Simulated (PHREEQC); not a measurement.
1 kg of water holding 0.021 mol KCl, 0.0051 mol NaCl and 0.54 mol MgCl2 is evaporated at 25 °C; the solids stay in contact with the brine. No CO2 enters from the air. Solids allowed: Bischofite, Brucite, Carnallite, Halite, Sylvite, MgCl2_4H2O. Others were left out.

Model: Pitzer model, pitzer.dat, run in PHREEQC.

```csv
water left (kg),ionic strength,water activity,Bischofite (mol),Carnallite (mol),Halite (mol),Na in solution (mol/kgw),K in solution (mol/kgw)
1,1.65,0.972,0,0,0,0.00510,0.0210
0.8219,…,0.964,0,0,0,0.00621,0.0256
0.6755,2.44,0.955,0,0,0,0.00755,0.0311
0.5552,2.96,0.942,0,0,0,0.00919,…
0.4563,3.61,0.925,0,0,0,0.0112,0.0460
0.375,4.39,0.902,0,0,0,…,0.0560
0.3082,5.34,0.871,0,0,0,…,0.0681
0.2533,6.50,0.828,0,0,0,0.0201,0.0829
0.2082,7.91,0.769,0,0,0,0.0245,0.101
0.1711,9.62,0.692,0,0,0,0.0298,0.123
0.1407,11.7,0.591,0,0,0,0.0363,0.149
0.1156,14.2,0.469,0,0,0,0.0441,0.182
0.093,16.9,0.346,0,0.0187,0,0.0548,0.0252
0.05321,17.6,0.318,0.210,0.0201,0.00109,0.0753,0.0162
0.01567,17.6,0.318,0.428,0.0207,0.00392,0.0753,0.0162
```

Question: Fill in the missing entries.

Answer: 
- 0.8219, ionic strength: 2.00
- 0.5552, K in solution (mol/kgw): 0.0378
- 0.375, Na in solution (mol/kgw): 0.0136
- 0.3082, Na in solution (mol/kgw): 0.0165

Species that the database lacks are ignored.
